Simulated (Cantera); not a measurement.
**Metals in furnace atmospheres: Al + O2 + H2 + NH3**

Feed: 1 mol Al, 0.18 mol O2, 72 mol H2, 0.51 mol NH3, equilibrated at 1575 K.

These are equilibrium values from Cantera (NASA tables, ideal gas, pure condensed phases), not measurements of a reactor. Candidate condensed phases: Al, AlN, Al2O3, H2O; 35 gas species. Mutual solubility and eutectic melting of coexisting phases are not modelled. Rates play no part.

At 10.0 Pa the condensed part is Al2O3(s). From 41.0 Pa to 2700 Pa the condensed part is AlN(s) + Al2O3(s). From 11000 Pa to 3000000 Pa the condensed part is Al(l) + AlN(s) + Al2O3(s). The main Al-bearing gas is Al at 10.0 Pa and AlH at 3000000 Pa. The share of Al in condensed phases is highest at 3000000 Pa (99.9 %) and lowest at 10.0 Pa (14.9 %).

```csv
P (Pa),x H2,x Al,x H,x N2,x Al2O,x AlH,n Al2O3(s),n AlN(s),n Al(l)
10,0.983,0.00775,0.00412,0.00345,0.00185,7.01e-5,0.0743,0,0
41,0.993,0.00334,0.00205,0.000640,0.000966,6.16e-5,0.0964,0.416,0
160,0.996,0.00222,0.00104,2.45e-5,0.000880,8.08e-5,0.0986,0.506,0
670,0.996,0.00183,0.000507,4.91e-7,0.00110,0.000136,0.0933,0.510,0
2700,0.997,0.00147,0.000252,1.16e-8,0.00130,0.000220,0.0883,0.510,0
11000,0.999,0.000389,0.000125,2.46e-9,0.000353,0.000118,0.111,0.510,0.179
45000,1.000,9.50e-5,6.19e-5,6.00e-10,8.64e-5,5.82e-5,0.118,0.510,0.230
180000,1.000,2.38e-5,3.10e-5,1.50e-10,2.16e-5,2.91e-5,0.119,0.510,0.244
740000,1.000,5.78e-6,1.53e-5,3.65e-11,5.25e-6,1.44e-5,0.120,0.510,0.248
3000000,1.000,1.43e-6,7.59e-6,9.00e-12,1.30e-6,7.13e-6,0.120,0.510,0.249
```
x: gas mole fraction; n: condensed amount in mol.
